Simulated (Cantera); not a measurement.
Feed: 1 mol LiOH, 2 mol H₂, 0.55 mol O₂, held at 1775 °C and 750 Torr.

Equilibrium computed with Cantera from the NASA thermochemical tables; the gas is ideal and each condensed phase is pure. Candidate condensed phases: H₂O, Li, LiH, LiOH, Li₂O; 17 gas species. The numbers say what is thermodynamically allowed, not how fast it happens.

Base state: H₂O 0.377, LiOH 0.316, H₂ 0.292, Li 0.0108, Li₂O 0.00165, H 0.00121, Li₂(OH)₂ 0.000647, LiH 0.000236 (mole fractions); condensed: gas only.

### Question
What changes in the equilibrium state with this change: pressure from 750 Torr to 0.383 Torr?

### Answer
```
species     before     after
--------  --------  --------
H₂O          0.377     0.459
H₂           0.292     0.185
LiOH         0.316     0.149
Li          0.0108     0.148
OH        0.000170    0.0115
H          0.00121    0.0427
Li₂(OH)₂  0.000647   7.38e-8
O₂         2.82e-7   0.00204
O          5.10e-7   0.00192
LiO        1.03e-5  0.000270
```
